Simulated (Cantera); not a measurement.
# Fe + SO₂ + H₂ (metals in furnace atmospheres)

A closed system holds: 1 mol Fe, 2.2 mol SO₂, 2.5 mol H₂, equilibrated at 1698 K and 0.645 Torr.

These are equilibrium values from Cantera (NASA tables, ideal gas, pure condensed phases), not measurements of a reactor. Candidate condensed phases: Fe, FeO, Fe(OH)₂, Fe(OH)₃, FeS, FeSO₄, FeS₂, Fe₂O₃, Fe₂(SO₄)₃, Fe₃O₄, H₂O, H₂SO₄, S; 22 gas species. The tables' stoichiometric FeO is somewhat more stable than real wüstite, so its field is too wide. FeO: taken at fixed stoichiometry. Equilibrium is a limit: real reactors are often held back by kinetics, nucleation or transport.

```yaml
x(H₂O): 0.355
x(H₂): 0.241
x(SO₂): 0.212
x(S₂): 0.130
x(SO): 0.0431
x(SH): 0.00574
x(H₂S): 0.00396
x(S): 0.00382
x(H): 0.00242
n(FeO(l)): 0.990 mol
gas_amount: 4.143 mol
log10 activity of Fe(δ) (absent): -0.50
log10 activity of S(l) (absent): -3.36
```
